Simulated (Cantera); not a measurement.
An adiabatic, constant-pressure homogeneous reactor starts with 12.2 % CO, 0.634 % H₂, 18.3 % O₂, 68.9 % N₂, equivalence ratio 0.35, at 1298 K and 390000 Pa.

Cantera simulation using GRI-Mech 3.0 (53 species, 325 reactions); the numbers are that mechanism's predictions, not measurements. The hydrogen kinetics of GRI-Mech 3.0 are dated; newer H2 mechanisms differ, most at raised pressure.

x: mole fraction; the columns are a selection and need not sum to one.

```csv
t (s),T (K),x CO,x H₂,x O₂,x OH,x NO₂,x H₂O₂
2.00e-6,1298,0.122,0.00634,0.183,7.28e-9,<1e-12,1.91e-12
7.52e-6,1298,0.122,0.00634,0.183,1.11e-7,<1e-12,1.11e-10
2.83e-5,1301,0.121,0.00599,0.182,…,3.23e-12,…
0.000106,1841,0.0461,0.000187,0.139,0.00216,6.56e-8,2.11e-7
0.000399,2216,0.00620,4.71e-5,0.128,0.00169,6.06e-7,3.19e-8
0.00150,2260,…,1.58e-5,0.127,0.00103,…,1.79e-8
0.00565,2261,0.00166,1.48e-5,0.126,0.000993,1.66e-6,1.75e-8
0.0212,2257,0.00163,1.45e-5,0.126,0.000978,4.91e-6,1.73e-8
0.0798,2248,0.00155,1.39e-5,0.123,0.000942,1.27e-5,1.68e-8
0.300,2242,0.00150,1.35e-5,0.122,0.000918,1.82e-5,1.65e-8
```

**Question.** What belongs in the gaps?

**Answer.** 
- 2.83e-5, x OH: 1.00e-4
- 2.83e-5, x H₂O₂: 2.40e-6
- 0.00150, x CO: 0.00181
- 0.00150, x NO₂: 7.28e-7
